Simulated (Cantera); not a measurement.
An isothermal, constant-pressure homogeneous reactor starts with N₂O : O₂ = 1 : 0.21 (molar parts), at 1600 K and 0.880 bar. Integrator tolerance rtol = 1e-08.

Model: GRI-Mech 3.0 (53 species, 325 reactions), integrated in Cantera. GRI-Mech 3.0 was tuned for natural gas; its chemistry of N2O as a main component is partial and can be far from experiment. The temperature is held fixed by assumption; the heat of reaction is taken as removed at once.

What does this change do: N2O 1 to 0.27 parts?


```json
[
 {"quantity": "x(N₂O) at 2.00 s", "before": "7.45e-6 (gas-phase equilibrium 1.13e-7)", "after": "4.22e-6 (gas-phase equilibrium 9.88e-8)"},
 {"quantity": "x(O₂) at 2.00 s", "before": "0.342 (gas-phase equilibrium 0.414)", "after": "0.506 (gas-phase equilibrium 0.560)"},
 {"quantity": "x(NO) at 2.00 s", "before": "0.146 (gas-phase equilibrium 0.00235)", "after": "0.110 (gas-phase equilibrium 0.00237)"},
 {"quantity": "x(NO₂) at 2.00 s", "before": "0.000700 (gas-phase equilibrium 1.24e-5)", "after": "0.000641 (gas-phase equilibrium 1.46e-5)"},
 {"quantity": "x(N₂) at 2.00 s", "before": "0.512 (gas-phase equilibrium 0.584)", "after": "0.384 (gas-phase equilibrium 0.438)"}
]
```

What does this change do: temperature 1600 to 1298 K?


| quantity | before | after |
|---|---|---|
| x(N₂O) at 2.00 s | 7.45e-6 (gas-phase equilibrium 1.13e-7) | 0.0120 (gas-phase equilibrium 2.55e-8) |
| x(O₂) at 2.00 s | 0.342 (gas-phase equilibrium 0.414) | 0.378 (gas-phase equilibrium 0.415) |
| x(NO) at 2.00 s | 0.146 (gas-phase equilibrium 0.00235) | 0.0654 (gas-phase equilibrium 0.000476) |
| x(NO₂) at 2.00 s | 0.000700 (gas-phase equilibrium 1.24e-5) | 0.000645 (gas-phase equilibrium 6.84e-6) |
| x(N₂) at 2.00 s | 0.512 (gas-phase equilibrium 0.584) | 0.543 (gas-phase equilibrium 0.585) |
The mechanism lacks the step 2 NO + O2 → 2 NO2, which can matter for NO2 below about 1400 K.
